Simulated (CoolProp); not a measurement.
1,2-dichloroethane along the isobar 32 bar: density (kg/m³) from the reference equation and from simpler models built on Tc = 561.6 K, pc = 52.26 bar, ω = 0.269; each cubic takes its own stable root.

Model: reference Helmholtz-energy equation of state, Thol 2015, in CoolProp.

```json
[
 {"T (K)": "367.8", "phase": "liquid", "reference": "1144"},
 {"T (K)": "382.5", "phase": "liquid", "reference": "1120"},
 {"T (K)": "397.2", "phase": "liquid", "reference": "1095"},
 {"T (K)": "411.9", "phase": "liquid", "reference": "1069"},
 {"T (K)": "426.6", "phase": "liquid", "reference": "1042"},
 {"T (K)": "441.2", "phase": "liquid", "reference": "1013"},
 {"T (K)": "455.9", "phase": "liquid", "reference": "983.1"},
 {"T (K)": "470.6", "phase": "liquid", "reference": "950.6"},
 {"T (K)": "485.3", "phase": "liquid", "reference": "915.2"},
 {"T (K)": "500", "phase": "liquid", "reference": "875.7"}
]
```

### Question
How far does each simpler model (van der Waals, Redlich-Kwong, Soave-Redlich-Kwong, Peng-Robinson) lie from the reference over these 10 states: mean and median of the absolute difference, and the worst?

### Answer
- van der Waals: mean 46.2 %, median 41.7 %, worst -86.7 % at 500 K and 32 bar
- Redlich-Kwong: mean 17.5 %, median 16.9 %, worst -21.4 % at 500 K and 32 bar
- Soave-Redlich-Kwong: mean 13.7 %, median 13.1 %, worst -16.9 % at 500 K and 32 bar
- Peng-Robinson: mean 2.3 %, median 1.6 %, worst -5.9 % at 500 K and 32 bar

At some of these states van der Waals gives the other phase, because its saturation line lies elsewhere.
